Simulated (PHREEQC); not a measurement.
1 kg of water holding 0.16 mol/kgw NaOH, 0.37 mol/kgw NaCl and 0.0054 mol/kgw Na2SO4 is evaporated at 75 °C; the solids stay in contact with the brine. No CO2 enters from the air. The run lets Halite, Mirabilite, Thenardite precipitate or redissolve, and no other solid.

Base run: PHREEQC, Pitzer model, pitzer.dat. Each further column changes one thing. The table gives water activity.

| H2O removed (mol) | base | temperature from 75 to 5 °C | temperature from 75 to 25 °C |
|---|---|---|---|
| 0 | 0.982 | 0.983 | 0.982 |
| 18.01 | 0.974 | 0.974 | 0.974 |
| 34.69 | 0.952 | 0.953 | 0.953 |
| 43.95 | 0.911 | 0.914 | 0.912 |
| 47.7 | 0.864 | 0.866 | 0.864 |
| 50.23 | 0.794 | 0.784 | 0.785 |
| 52.58 | 0.690 | 0.691 | 0.691 |
| 53.88 | 0.639 | 0.607 | 0.612 |
| 54.41 | 0.601 | 0.491 | 0.506 |

Constants without temperature data keep their 25 °C values here.
